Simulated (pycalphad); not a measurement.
**Phase fractions of Al-5.795Si-7.407Sn (wt.%)**

Computed with pycalphad from the COST 507 light-alloy database (1999), at 1 atm. The data set is of 1999 and partly superseded. Not assessed as a whole: an extrapolation from subsystems, which can miss ternary compounds. Amounts are mole fractions of atoms.

| T (K) | LIQUID | FCC_A1 | DIAMOND_A4 | BCT_A5 |
|---|---|---|---|---|
| 900 | 1.000 | - | - | - |
| 850 | 0.581 | 0.419 | - | - |
| 800 | [?] | 0.925 | [?] | - |
| 750 | [?] | 0.925 | [?] | - |
| 700 | 0.020 | 0.924 | 0.056 | - |
| 650 | 0.019 | 0.923 | 0.057 | - |
| 600 | 0.019 | 0.923 | 0.058 | - |
| 550 | 0.018 | 0.923 | 0.059 | - |
| 500 | - | 0.923 | 0.059 | 0.018 |

**Question.** What belongs in the gaps?

**Answer.** 
- 800, LIQUID: 0.025
- 800, DIAMOND_A4: 0.050
- 750, LIQUID: 0.022
- 750, DIAMOND_A4: 0.054

FCC_A1 is fcc; DIAMOND_A4 is diamond (Si); BCT_A5 is bct (Sn).
